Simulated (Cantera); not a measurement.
Gas mixture: 25.2 % N₂, 74.8 % O₂, at 10.0 bar, frozen composition.

Cantera's kinetic-theory transport with the Lennard-Jones parameters of GRI-Mech 3.0, ideal gas; thermal conductivity in the multicomponent form.

D: mixture-averaged diffusion coefficient of that species in the mixture.

```json
[
 {"T (K)": "400", "ρ (kg/m³)": "9.32", "cp (J/kg/K)": "965.4", "μ (µPa s)": "24.8", "λ (mW/m/K)": "33.6", "Pr": "0.712", "D (cm²/s) NH₃": "0.0390", "D (cm²/s) H₂": "0.132", "D (cm²/s) H": "0.213"},
 {"T (K)": "650", "ρ (kg/m³)": "5.73", "cp (J/kg/K)": "1033", "μ (µPa s)": "(withheld)", "λ (mW/m/K)": "(withheld)", "Pr": "0.710", "D (cm²/s) NH₃": "(withheld)", "D (cm²/s) H₂": "(withheld)", "D (cm²/s) H": "(withheld)"},
 {"T (K)": "900", "ρ (kg/m³)": "4.14", "cp (J/kg/K)": "1090", "μ (µPa s)": "43.2", "λ (mW/m/K)": "66.4", "Pr": "0.709", "D (cm²/s) NH₃": "0.168", "D (cm²/s) H₂": "0.512", "D (cm²/s) H": "0.853"},
 {"T (K)": "1150", "ρ (kg/m³)": "3.24", "cp (J/kg/K)": "1128", "μ (µPa s)": "(withheld)", "λ (mW/m/K)": "(withheld)", "Pr": "0.709", "D (cm²/s) NH₃": "(withheld)", "D (cm²/s) H₂": "(withheld)", "D (cm²/s) H": "(withheld)"},
 {"T (K)": "1400", "ρ (kg/m³)": "2.66", "cp (J/kg/K)": "1156", "μ (µPa s)": "57.6", "λ (mW/m/K)": "94.1", "Pr": "0.708", "D (cm²/s) NH₃": "0.358", "D (cm²/s) H₂": "1.07", "D (cm²/s) H": "1.78"},
 {"T (K)": "1650", "ρ (kg/m³)": "2.26", "cp (J/kg/K)": "1179", "μ (µPa s)": "64.1", "λ (mW/m/K)": "107", "Pr": "0.708", "D (cm²/s) NH₃": "0.472", "D (cm²/s) H₂": "1.40", "D (cm²/s) H": "2.35"},
 {"T (K)": "1900", "ρ (kg/m³)": "1.96", "cp (J/kg/K)": "1198", "μ (µPa s)": "70.2", "λ (mW/m/K)": "119", "Pr": "0.708", "D (cm²/s) NH₃": "0.598", "D (cm²/s) H₂": "1.77", "D (cm²/s) H": "2.96"}
]
```

Some entries are withheld; supply them.


- 650, μ (µPa s): 34.8
- 650, λ (mW/m/K): 50.6
- 650, D (cm²/s) NH₃: 0.0947
- 650, D (cm²/s) H₂: 0.298
- 650, D (cm²/s) H: 0.492
- 1150, μ (µPa s): 50.7
- 1150, λ (mW/m/K): 80.8
- 1150, D (cm²/s) NH₃: 0.256
- 1150, D (cm²/s) H₂: 0.769
- 1150, D (cm²/s) H: 1.29
